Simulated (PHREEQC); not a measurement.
A solution holds 0.0041 mol/kgw NH3, 0.00064 mol/kgw H3BO3 and 0.041 mol/kgw K2CO3, at 15 °C. Closed to the air; pH follows from the charge balance.

The numbers come from PHREEQC with the ion-association model, phreeqc.dat.

No solid was allowed to form.

Problem. What pH does the model give?

Solution. pH 11.39.

Problem. In which forms is N present?

Solution. NH3 98 %, NH4+ 2.1 % of the N.
